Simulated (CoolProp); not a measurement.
A simple Rankine cycle with n-perfluoropentane: condensing at 327.15 K, boiler at 0.596 MPa, turbine inlet 367.2 K, turbine efficiency 0.7, pump efficiency 0.7, no recuperator. Each further row changes one setting.

Computed with CoolProp (reference Helmholtz-energy equation of state, Gao 2022).

| case | thermal efficiency (%) | net work (kJ/kg) | heat in (kJ/kg) | turbine exit temperature (K) | volume ratio over the turbine |
|---|---|---|---|---|---|
| as stated | 5.0 | 5.67 | 114 | 355.3 | [?] |
| turbine inlet 387.2 K | 4.7 | 6.20 | [?] | 376.0 | [?] |
| condensing temperature 319.15 K | 6.0 | 7.29 | [?] | 352.8 | 3.72 |
| boiler pressure 0.417 MPa | [?] | 3.74 | 116 | 360.5 | 1.88 |
| turbine efficiency 0.6 | 4.2 | 4.81 | 114 | 356.2 | 2.87 |

Question: Complete the blanks.

Answer: 
- as stated, volume ratio over the turbine: 2.86
- turbine inlet 387.2 K, heat in (kJ/kg): 133
- turbine inlet 387.2 K, volume ratio over the turbine: 2.78
- condensing temperature 319.15 K, heat in (kJ/kg): 122
- boiler pressure 0.417 MPa, thermal efficiency (%): 3.2
